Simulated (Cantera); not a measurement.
**Cu2O + C + CO (carbothermic reduction)**

Feed: 1 mol Cu2O, a varied amount of C, 0.022 mol CO, at 1475 °C and 2.18 Torr.

Method: chemical equilibrium by Gibbs-energy minimisation in Cantera with the NASA 1993 tables (ideal gas, pure condensed phases). Candidate condensed phases: C, Cu, CuO, Cu2O; 15 gas species. Kinetics and transport are ignored.

| n(C) (mol) | log p CO | log p CO2 | log p Cu | log p Cu2 | log p O2 | log p O | log p CuO | n Cu(l) | n C(graphite) |
|---|---|---|---|---|---|---|---|---|---|
| 0.55 | -3.25 | -2.69 | -3.54 | -6.35 | -6.72 | -7.50 | -7.75 | 1.94 | 0 |
| 0.76 | -2.74 | -3.10 | -3.54 | -6.35 | -8.56 | -8.42 | -8.67 | 1.91 | 0 |
| 0.97 | -2.60 | -4.10 | -3.54 | -6.35 | -10.87 | -9.57 | -9.82 | 1.89 | 0 |
| 1.2 | -2.58 | -9.15 | -3.54 | -6.35 | <-14 | <-14 | <-14 | 1.89 | 0.200 |
| 1.4 | -2.58 | -9.15 | -3.54 | -6.35 | <-14 | <-14 | <-14 | 1.89 | 0.400 |
| 1.6 | -2.58 | -9.15 | -3.54 | -6.35 | <-14 | <-14 | <-14 | 1.89 | 0.600 |
| 1.8 | -2.58 | -9.15 | -3.54 | -6.35 | <-14 | <-14 | <-14 | 1.89 | 0.800 |
| 2 | -2.58 | -9.15 | -3.54 | -6.35 | <-14 | <-14 | <-14 | 1.89 | 1.00 |
| 2.2 | -2.58 | -9.15 | -3.54 | -6.35 | <-14 | <-14 | <-14 | 1.89 | 1.20 |
| 2.4 | -2.58 | -9.15 | -3.54 | -6.35 | <-14 | <-14 | <-14 | 1.89 | 1.40 |
| 2.7 | -2.58 | -9.15 | -3.54 | -6.35 | <-14 | <-14 | <-14 | 1.89 | 1.70 |
| 2.9 | -2.58 | -9.15 | -3.54 | -6.35 | <-14 | <-14 | <-14 | 1.89 | 1.90 |
| 3.1 | -2.58 | -9.15 | -3.54 | -6.35 | <-14 | <-14 | <-14 | 1.89 | 2.10 |
log p: log10 of the partial pressure in bar; n: condensed amount in mol.

From 0.55 mol C to 0.97 mol C the condensed part is Cu(l). From 1.2 mol C to 3.1 mol C the condensed part is C(graphite) + Cu(l). The main Cu-bearing gas is Cu throughout.
